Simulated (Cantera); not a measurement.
Input: 1 mol borazine, 0.16 mol O2, 11 mol N2, at 1473.15 K and 133 Pa.

These are equilibrium values from Cantera (NASA tables, ideal gas, pure condensed phases), not measurements of a reactor. Candidate condensed phases: B, BN, B2O3, B3O3H3, H2O; 39 gas species. The feed counts by its element totals alone. Equilibrium is a limit: real reactors are often held back by kinetics, nucleation or transport.

Base state: N2 0.781, H2 0.208, B2O3 0.00381, HBO2 0.00370, HBO 0.00287, B2O2 0.000319, H 0.000158, H2O 0.000123 (mole fractions); condensed: BN(s).

Task: What changes in the equilibrium state with this change: temperature from 1473.15 K to 1098 K?

Result: 
```json
[
 {"species": "N2", "before": "0.781", "after": "0.787"},
 {"species": "H2", "before": "0.208", "after": "0.212"},
 {"species": "H2O", "before": "0.000123", "after": "0.000201"},
 {"species": "B2O3", "before": "0.00381", "after": "1.77e-7"},
 {"species": "HBO2", "before": "0.00370", "after": "6.55e-5"},
 {"species": "B2O2", "before": "0.000319", "after": "<1e-9"},
 {"species": "BO", "before": "5.94e-5", "after": "<1e-9"},
 {"species": "HBO", "before": "0.00287", "after": "1.23e-6"},
 {"species": "H", "before": "0.000158", "after": "3.12e-7"},
 {"species": "BN(s), mol", "before": "2.79", "after": "2.79"},
 {"species": "B2O3(l), mol", "before": "0", "after": "0.105"}
]
```
Mutual solubility and eutectic melting of coexisting phases are not modelled.
